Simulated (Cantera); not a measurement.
Cantera run:

```python
import numpy as np
import cantera as ct

gas_names = """
    F FO FO2 F2 F2O H HF HNO HNO2 HNO3 HOF HO2 H2 H2F2 H2O H2O2 H3F3 H4F4 H5F5 H6F6 H7F7 N NF NF2 NF3 NH
    NH2 NH3 NH2OH NO NO2 NO3 N2 N2H2 N2H4 N2O O OH O2 O3
""".split()
cond_names = """
    H2O(s) H2O(L)
""".split()


# ... load() reads the species with a 1 bar reference pressure and builds the phases ...
atoms = {
    'HF': {'H': 1, 'F': 1},
    'O2': {'O': 2},
    'N2': {'N': 2},
}
top_T = {}  # K; cautious upper limits of use, not melting points


# ... equilibrate(T, P, feed) seeds the gas with the atoms and calls Mixture.equilibrate('TP', solver="vcs", rtol=1e-11, max_steps=5000) ...
results = []
feed = {'HF': 1, 'O2': 4.6, 'N2': 24}  # mol
P = 18  # Pa
for T in [1598, 1648, 1698, 1748, 1798, 1848, 1898, 1948, 1998, 2048]:
    mix = equilibrate(T, P, feed)
    results.append((T, P, feed, dict(zip(mix.species_names, mix.species_moles))))

top = {s: max(r[3][s] / sum(r[3][g] for g in gas_names) for r in results) for s in gas_names}
cols = sorted((s for s in top if top[s] > 1e-05), key=lambda s: -top[s])[:7]
seen = [c for c in cond_names if any(r[3].get(c, 0) > 1e-12 for r in results)]
print("log10 of partial pressures in bar; condensed amounts in mol")
print(f"{'T/K':>10s}" + "".join(f"{s[:9]:>10s}" for s in cols + seen))
for T, P, feed, n in results:
    ng = sum(n[g] for g in gas_names)
    print(f"{T:10.4g}" + "".join(f"{np.log10(max(n[s] / ng * P / 1e5, 1e-99)):10.3f}" for s in cols)
          + "".join(f"{n.get(c, 0):10.4g}" for c in seen))
```

Output:

```
log10 of partial pressures in bar; condensed amounts in mol
       T/K        N2        O2        HF         O        NO         F        OH
      1598    -3.836    -4.556    -5.217    -7.127    -6.523    -8.040    -8.497
      1648    -3.837    -4.557    -5.217    -6.875    -6.433    -7.872    -8.271
      1698    -3.837    -4.559    -5.218    -6.638    -6.348    -7.710    -8.063
      1748    -3.837    -4.561    -5.219    -6.415    -6.269    -7.555    -7.869
      1798    -3.838    -4.564    -5.220    -6.205    -6.195    -7.405    -7.691
      1848    -3.838    -4.569    -5.221    -6.007    -6.125    -7.259    -7.527
      1898    -3.839    -4.575    -5.223    -5.820    -6.060    -7.117    -7.378
      1948    -3.840    -4.583    -5.227    -5.644    -6.001    -6.977    -7.243
      1998    -3.842    -4.595    -5.231    -5.479    -5.946    -6.840    -7.123
      2048    -3.844    -4.610    -5.237    -5.323    -5.896    -6.705    -7.017
```

Cantera equilibrium calculation (NASA polynomials, part measured and part estimated; ideal gas, pure solids and liquids).
